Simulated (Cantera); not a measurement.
What does this Cantera script print?

```python
import numpy as np
import cantera as ct

gas_names = """
    O
""".split()
cond_names = """
    Fe(a) Fe(c) Fe(d) Fe(L) Fe2O3(s)
""".split()


# ... load() reads the species with a 1 bar reference pressure and builds the phases ...
species = {s.name: s for s in load("nasa_gas.yaml", gas_names) + load("nasa_condensed.yaml", cond_names)}
# Each term lists the table entries of one substance; the one whose range holds T is used.
reactions = {
    '2 Fe + 3 O(g) = Fe2O3':
        [(-2, ['Fe(a)', 'Fe(c)', 'Fe(d)', 'Fe(L)']), (-3, ['O']), (1, ['Fe2O3(s)'])],
}


def pick(names, T):
    return next(species[n] for n in names if species[n].thermo.min_temp <= T <= species[n].thermo.max_temp)


results = []
for label, terms in reactions.items():
    print(label)
    print("     T/K   dH/kJ  dS/(J/K)   dG/kJ   log10 K")
    for T in [300, 825, 975, 1125, 1275, 1425]:
        used = [(nu, pick(names, T)) for nu, names in terms]
        dH = sum(nu * s.thermo.h(T) for nu, s in used) / 1e6
        dS = sum(nu * s.thermo.s(T) for nu, s in used) / 1e3
        dG = dH - T * dS / 1e3
        logK = -dG * 1e6 / (ct.gas_constant * T * np.log(10))
        results.append((label, T, dH, dS, dG, logK, [s.name for _, s in used]))
        print(f"{T:8g} {dH:8.1f} {dS:8.1f} {dG:8.1f} {logK:8.2f}")
```

It prints:

```
2 Fe + 3 O(g) = Fe2O3
     T/K   dH/kJ  dS/(J/K)   dG/kJ   log10 K
     300  -1572.9   -450.5  -1437.7   250.32
     825  -1567.2   -442.7  -1202.0    76.10
     975  -1565.2   -440.4  -1135.8    60.85
    1125  -1569.8   -444.8  -1069.4    49.65
    1275  -1570.0   -445.0  -1002.6    41.08
    1425  -1568.6   -444.0   -936.0    34.31
```

Cantera with NASA thermochemical tables; ideal gases at 1 bar, condensed phases pure. Condensed species are held in their standard states even where they would react or evaporate.
